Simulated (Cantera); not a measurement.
Input (Python, Cantera):

```python
import numpy as np
import cantera as ct

gas = ct.Solution("h2o2.yaml")
gas.TPX = 1323, 1000, {'H2': 0.0069, 'O2': 1, 'N2': 0.53}
reactor = ct.IdealGasConstPressureReactor(gas, energy="off", clone=False)
net = ct.ReactorNet([reactor])
net.rtol, net.atol = 1e-08, 1e-18
show = ['H2', 'O2', 'H2O2', 'H2O', 'O']
times = np.geomspace(4e-05, 100, 10)

steps = ct.SolutionArray(gas, extra=["t"])
rows = []
print(f"{'t/s':>10s}{'T/K':>9s}{'P/Pa':>11s}" + "".join(f"{s:>11s}" for s in show))
for t in times:
    while net.time < t:
        t_next = net.step()
        steps.append(gas.state, t=t_next)
    rows.append([np.interp(t, steps.t, y) for y in (steps.T, steps.P, *steps(*show).X.T)])
    print(f"{t:10.3e}{rows[-1][0]:9.1f}{rows[-1][1]:11.4g}" + "".join(f"{x:11.3e}" for x in rows[-1][2:]))
rate = np.gradient(steps.T, steps.t)
print("integrator steps:", len(steps.t))
if steps.T.max() > steps.T[0] + 200:
    print(f"time of steepest temperature rise: {steps.t[rate.argmax()]:.4e} s")
gas.TPX = 1323, 1000, {'H2': 0.0069, 'O2': 1, 'N2': 0.53}
gas.equilibrate("TP")
print(f"equilibrium (TP): T = {gas.T:.1f} K  " + "  ".join(f"{s} {gas[s].X[0]:.3e}" for s in show))
```

Output:

```
       t/s      T/K       P/Pa         H2         O2       H2O2        H2O          O
 4.000e-05   1323.0       1000  4.490e-03  6.507e-01  9.633e-15  3.507e-12  2.011e-10
 2.056e-04   1323.0       1000  4.490e-03  6.507e-01  2.504e-13  2.684e-10  2.681e-09
 1.056e-03   1323.0       1000  4.490e-03  6.507e-01  6.124e-12  1.283e-08  2.755e-08
 5.429e-03   1323.0       1000  4.486e-03  6.507e-01  1.156e-10  2.668e-06  2.580e-06
 2.790e-02   1323.0       1000  1.541e-05  6.464e-01  4.528e-09  4.162e-03  3.978e-03
 1.434e-01   1323.0       1000  1.157e-05  6.467e-01  4.195e-09  4.193e-03  3.628e-03
 7.368e-01   1323.0       1000  7.625e-06  6.478e-01  3.674e-09  4.266e-03  2.355e-03
 3.786e+00   1323.0       1000  1.947e-06  6.493e-01  1.985e-09  4.394e-03  5.862e-04
 1.946e+01   1323.0       1000  1.733e-07  6.498e-01  3.736e-10  4.470e-03  5.145e-05
 1.000e+02   1323.0       1000  1.517e-08  6.499e-01  4.480e-11  4.491e-03  4.496e-06
integrator steps: 1511
equilibrium (TP): T = 1323.0 K  H2 7.275e-09  O2 6.499e-01  H2O2 2.362e-11  H2O 4.494e-03  O 2.158e-06
```

Cantera simulation using the H2/O2 subset of GRI-Mech 3.0, which has no nitrogen chemistry; the numbers are that mechanism's predictions, not measurements. Radical loss at walls, strong at low pressure, is not modelled.
